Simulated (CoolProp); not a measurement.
A simple Rankine cycle with propyne: condensing at 316.15 K, boiler at 2.61 MPa, turbine inlet 375.4 K, turbine efficiency 0.65, pump efficiency 0.6, no recuperator. Each further row changes one setting.

Computed with CoolProp (reference Helmholtz-energy equation of state, Polt 1992). This equation is an older, rougher fit; its heat capacities, sound speeds and derivatives of the liquid may be far off and weren't checked against measurements.

| case | thermal efficiency (%) | net work (kJ/kg) | heat in (kJ/kg) | turbine exit temperature (K) | volume ratio over the turbine |
|---|---|---|---|---|---|
| as stated | ___ | 33.3 | 500 | ___ | ___ |
| turbine inlet 395.4 K | 6.9 | 37.7 | 548 | 353.3 | ___ |
| condensing temperature 308.15 K | 7.8 | 40.6 | 519 | 322.5 | ___ |
| boiler pressure 1.83 MPa | ___ | 24.8 | 528 | 349.1 | ___ |
| turbine efficiency 0.55 | 5.5 | 27.4 | 500 | 333.2 | ___ |

### Question
What belongs in the gaps?

### Answer

- as stated, thermal efficiency (%): 6.7
- as stated, turbine exit temperature (K): 330.2
- as stated, volume ratio over the turbine: 2.81
- turbine inlet 395.4 K, volume ratio over the turbine: 2.75
- condensing temperature 308.15 K, volume ratio over the turbine: 3.45
- boiler pressure 1.83 MPa, thermal efficiency (%): 4.7
- boiler pressure 1.83 MPa, volume ratio over the turbine: 1.91
- turbine efficiency 0.55, volume ratio over the turbine: 2.85
